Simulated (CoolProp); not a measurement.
Vapour-liquid equilibrium of R152A (1) + methanol (2) at 0.531 MPa; x and y are mole fractions of (1).

Computed with CoolProp (multi-fluid Helmholtz-energy mixture model, Outcalt 1996 and de Reuck 1993; pair parameters Bell 2016).

**Question.** Give the bubble temperature and the first vapour's composition at x = 0.125, 0.2, 0.875. Is there an azeotrope?

**Answer.** x = 0.125: 332.5 K, y = 0.843; x = 0.2: 322.2 K, y = 0.900; x = 0.875: 298.5 K, y = 0.986. No azeotrope shows between x = 0.05 and 0.95.

The pair parameters rest on a limited set of measurements; away from them the model extrapolates. With so large a gap from Raoult's law the liquid may split in two, which this calculation doesn't test in full.
